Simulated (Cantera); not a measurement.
Gas mixture: 100 % N₂O, at 46.5 Torr, frozen composition.

Cantera's kinetic-theory transport with the Lennard-Jones parameters of GRI-Mech 3.0, ideal gas; thermal conductivity in the mixture-averaged form.

D: mixture-averaged diffusion coefficient of that species in the mixture.

| T (K) | ρ (kg/m³) | cp (J/kg/K) | μ (µPa s) | λ (mW/m/K) | Pr | D (cm²/s) CH₄ | D (cm²/s) N₂ | D (cm²/s) H₂O |
|---|---|---|---|---|---|---|---|---|
| 400 | 0.0820 | 970.3 | 19.5 | (withheld) | 0.741 | 4.75 | 4.31 | 4.77 |
| 500 | 0.0656 | 1043 | 23.6 | (withheld) | 0.740 | 7.10 | 6.40 | 7.38 |
| 600 | 0.0547 | 1101 | 27.3 | (withheld) | 0.739 | 9.80 | 8.78 | 10.4 |
| 700 | 0.0469 | 1150 | 30.8 | (withheld) | 0.739 | 12.8 | 11.5 | 13.9 |
| 800 | 0.0410 | 1192 | 34.0 | (withheld) | 0.739 | 16.1 | 14.4 | 17.8 |
| 900 | 0.0365 | 1227 | 37.1 | (withheld) | 0.740 | 19.8 | 17.6 | 22.1 |
| 1000 | 0.0328 | 1255 | 40.0 | (withheld) | 0.739 | 23.6 | 21.0 | 26.7 |

Task: Complete the blanks.

Result: 
- 400, λ (mW/m/K): 25.5
- 500, λ (mW/m/K): 33.2
- 600, λ (mW/m/K): 40.7
- 700, λ (mW/m/K): 47.9
- 800, λ (mW/m/K): 54.9
- 900, λ (mW/m/K): 61.5
- 1000, λ (mW/m/K): 68.0
